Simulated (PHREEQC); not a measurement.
Consider water at 85 °C with 0.0057 mol/kgw NaHCO3, 0.027 mol/kgw Na2SO4 and 0.0028 mol/kgw KCl. Closed to the air; pH follows from the charge balance.

The numbers come from PHREEQC with the ion-association model, wateq4f.dat.

```tsv
quantity	before	after
pH	7.62	7.72
SO4-2 (mol/kgw)	0.0235	0.0123
NaSO4- (mol/kgw)	0.00319	0.00107
SI of Nahcolite (NaHCO3)	-3.67	-4.20
SI of Halite (NaCl)	-5.73	-6.28
```

Q: Which change was made?
A. temperature from 85 to 40 °C
B. diluted 2-fold with water
C. KCl replaced by MgCl2 at the same molality
D. diluted 100-fold with water
E. 0.0022 mol/kgw CO2 added

A: B, diluted 2-fold with water

No solid was allowed to form. Constants without temperature data keep their 25 °C values here.
